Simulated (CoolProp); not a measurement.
Saturated liquid density (kg/m³) of isobutane: the reference equation beside estimates from Tc = 407.8 K, pc = 3.629 MPa, ω = 0.184. Rackett uses Z = 0.29056 − 0.08775 ω.

Computed with CoolProp (reference Helmholtz-energy equation of state, Bücker 2006).

| T (K) | reference | Rackett | van der Waals | Redlich-Kwong | Soave-Redlich-Kwong |
|---|---|---|---|---|---|
| 308.1 | 537.9 | 538.1 | 336.9 | 482.3 | 497.3 |
| 312.9 | 531.5 | 531.6 | 332.8 | 474.9 | 490.1 |
| 317.6 | 525.1 | 525.1 | 328.6 | 467.4 | 482.7 |
| 322.4 | 518.4 | 518.3 | 324.2 | 459.5 | 474.9 |
| 327.2 | 511.5 | 511.4 | 319.7 | 451.4 | 466.8 |
| 332 | 504.4 | 504.2 | 315.0 | 443.0 | 458.4 |
| 336.8 | 497.1 | 496.8 | 310.2 | 434.3 | 449.7 |
| 341.6 | 489.5 | 489.1 | 305.2 | 425.3 | 440.6 |

Absolute difference from the reference over all 8 rows, mean and median: Rackett 0.0 and 0.0 %, van der Waals 37.5 and 37.5 %, Redlich-Kwong 11.6 and 11.6 %, Soave-Redlich-Kwong 8.6 and 8.6 %.
